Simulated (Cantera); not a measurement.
Charge: 1 mol PbO, 7.7 mol CO, 0.53 mol C, held at 68.3 Torr.

Method: chemical equilibrium by Gibbs-energy minimisation in Cantera with the NASA 1993 tables (ideal gas, pure condensed phases). Candidate condensed phases: C, Pb, PbO, PbO2, Pb3O4; 15 gas species. Kinetics and transport are ignored.

x: gas mole fraction; n: condensed amount in mol.

```tsv
T (K)	x CO	x CO2	x Pb	x PbO	x O	n C(graphite)	n Pb(l)
800	0.283	0.717	6.75e-7	<1e-12	<1e-12	3.16	1.000
1000	0.943	0.0571	0.000178	2.08e-11	<1e-12	0	0.999
1200	0.936	0.0567	0.00707	1.90e-8	<1e-12	0	0.941
1400	0.853	0.0516	(withheld)	(withheld)	<1e-12	0	(withheld)
1600	0.841	0.0509	0.108	1.40e-5	1.92e-10	0	0
1800	0.841	0.0509	0.108	4.99e-5	1.66e-8	0	0
2000	0.841	0.0508	0.108	0.000136	5.87e-7	0	0
2200	0.841	0.0506	0.108	0.000304	1.08e-5	0	0
2400	0.841	0.0502	0.108	(withheld)	(withheld)	0	0
2600	0.842	0.0487	0.107	0.000977	0.000907	0	0
```

### Question
Complete the blanks.

### Answer

- 2400, x PbO: 0.000584
- 2400, x O: 0.000121
- 1400, x Pb: 0.0958
- 1400, x PbO: 2.37e-6
- 1400, n Pb(l): 0.128
